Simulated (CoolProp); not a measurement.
Vapour-liquid equilibrium of R134a (1) + R227EA (2) at 0.0153 MPa; x and y are mole fractions of (1).

Model: multi-fluid Helmholtz-energy mixture model, Tillner-Roth 1994 and Lemmon 2016; pair parameters Bell 2016, in CoolProp.

### Question
Give the bubble temperature and the first vapour's composition at x = 0.05, 0.5, 0.95. Is there an azeotrope?

### Answer
x = 0.05: 219.7 K, y = 0.094; x = 0.5: 215.0 K, y = 0.626; x = 0.95: 212.7 K, y = 0.961. No azeotrope shows between x = 0.05 and 0.95.

The pair parameters rest on a limited set of measurements; away from them the model extrapolates.
